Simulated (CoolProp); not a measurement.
A Linde-Hampson liquefier for nitrogen: isothermal reversible compression at 250 K from 1 atm to 15 MPa, throttling to 1 atm, return gas leaving the recuperator 0 K below the feed. Each further row changes one setting.

The numbers come from the reference Helmholtz-energy equation of state, Span 2000 in CoolProp.

```json
[
 {"case": "as stated", "liquid yield per pass": "[?]", "compression work (kJ/kg of gas)": "365"},
 {"case": "high pressure 30 MPa", "liquid yield per pass": "[?]", "compression work (kJ/kg of gas)": "[?]"},
 {"case": "warm-end temperature 280 K", "liquid yield per pass": "[?]", "compression work (kJ/kg of gas)": "413"},
 {"case": "warm-end gap 5 K", "liquid yield per pass": "0.094", "compression work (kJ/kg of gas)": "365"}
]
```

**Question.** Complete the blanks.

**Answer.** 
- as stated, liquid yield per pass: 0.106
- high pressure 30 MPa, liquid yield per pass: 0.150
- high pressure 30 MPa, compression work (kJ/kg of gas): 418
- warm-end temperature 280 K, liquid yield per pass: 0.076
